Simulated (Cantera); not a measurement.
A counterflow diffusion flame at 1.68 atm, nozzles 20 mm apart: fuel side 71.9 % CH₄, 28.1 % N₂ at 350 K, oxidiser side 22.0 % O₂, 78.0 % N₂ at 400 K, fuel mass flux 1 times the oxidiser's; mixture-averaged transport, no radiation.

Cantera simulation using GRI-Mech 3.0 (53 species, 325 reactions); the numbers are that mechanism's predictions, not measurements. GRI-Mech 3.0 has no aromatics or soot, which form on the fuel side of real flames. The maximum strain rate includes the flame's own expansion and is several times the mean.

x: mole fraction; the columns are a selection and need not sum to one.

| oxidiser flux (kg/m²/s) | max strain (1/s) | mean strain (1/s) | T max (K) | peak x OH | peak x H | peak x NO | peak x CO | peak x C₂H₂ |
|---|---|---|---|---|---|---|---|---|
| 0.42 | 169 | 32.7 | 2129 | 0.00679 | 0.00265 | 0.000269 | 0.0476 | 0.0113 |
| 0.58 | 224 | 45.2 | 2117 | 0.00688 | 0.00279 | 0.000254 | 0.0470 | 0.0105 |
| 0.8 | 299 | 62.4 | 2104 | 0.00691 | 0.00293 | 0.000235 | 0.0464 | 0.00967 |
| 1.1 | 399 | 85.8 | 2091 | 0.00693 | 0.00306 | 0.000214 | 0.0460 | 0.00889 |
| 1.5 | 530 | 117 | 2078 | 0.00692 | 0.00318 | 0.000191 | 0.0459 | 0.00820 |
| 2.1 | 724 | 164 | 2060 | 0.00681 | 0.00328 | 0.000162 | 0.0458 | 0.00742 |
| 2.8 | ___ | 218 | 2042 | 0.00664 | 0.00333 | ___ | 0.0457 | ___ |
| 3.9 | 1290 | 304 | 2016 | 0.00633 | 0.00333 | 0.000103 | 0.0457 | 0.00577 |
| 5.3 | 1730 | 413 | 1983 | 0.00586 | 0.00322 | 7.17e-5 | 0.0459 | 0.00476 |
| 7.3 | ___ | 569 | 1931 | ___ | ___ | ___ | 0.0461 | ___ |

Fill in the missing entries.


- 2.8, max strain (1/s): 947
- 2.8, peak x NO: 0.000135
- 2.8, peak x C₂H₂: 0.00670
- 7.3, max strain (1/s): 2330
- 7.3, peak x OH: 0.00501
- 7.3, peak x H: 0.00287
- 7.3, peak x NO: 3.86e-5
- 7.3, peak x C₂H₂: 0.00336
